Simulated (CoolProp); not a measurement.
Vapour-liquid equilibrium of carbon monoxide (1) + methane (2) at 97.2 K; x and y are mole fractions of (1).

Model: multi-fluid Helmholtz-energy mixture model, Lemmon 2006 and Setzmann 1991; pair parameters Kunz 2012, in CoolProp.

```
x     bubble pressure, mixture model (bar)  bubble pressure, Raoult's law (bar)  y, mixture model  y, Raoult's law
----  ------------------------------------  -----------------------------------  ----------------  ---------------
0.05                                0.5010                               0.4616             0.512            0.476
0.2                                  1.283                                1.083             0.834            0.812
0.35                                 2.026                                1.705             0.910            0.903
0.5                                  2.658                                2.326             0.943            0.945
0.65                                 3.182                                2.948             0.962            0.970
0.8                                  3.661                                3.569             0.977            0.986
0.95                                 4.191                                4.191             0.993            0.997
```

The largest gap from Raoult's law is +18.8 % in bubble pressure, at x = 0.35. No azeotrope shows between x = 0.05 and 0.95.

The pair parameters rest on a limited set of measurements; away from them the model extrapolates.
